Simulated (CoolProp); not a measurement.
500 sccm (0 °C, 1 atm) of nitrogen bubbles through liquid R245ca at 281.4 K and leaves saturated at a total pressure of 0.15 MPa (ideal gas phase). Each further row changes one setting.

Computed with CoolProp (reference Helmholtz-energy equation of state, Zhou 2016).

```tsv
case	vapour pressure (kPa)	mole fraction of vapour	delivery (mg/min)	delivery (sccm)	change of delivery for a bath 1 K warmer (%)
as stated	50.0	0.333	1500	250	7.0
bath temperature 286.4 K	62.2	0.415	…	…	…
total pressure 0.3 MPa	50.0	…	…	100	5.5
```

Question: Complete the blanks.

Answer: 
- bath temperature 286.4 K, delivery (mg/min): 2120
- bath temperature 286.4 K, delivery (sccm): 354
- bath temperature 286.4 K, change of delivery for a bath 1 K warmer (%): 7.7
- total pressure 0.3 MPa, mole fraction of vapour: 0.167
- total pressure 0.3 MPa, delivery (mg/min): 598
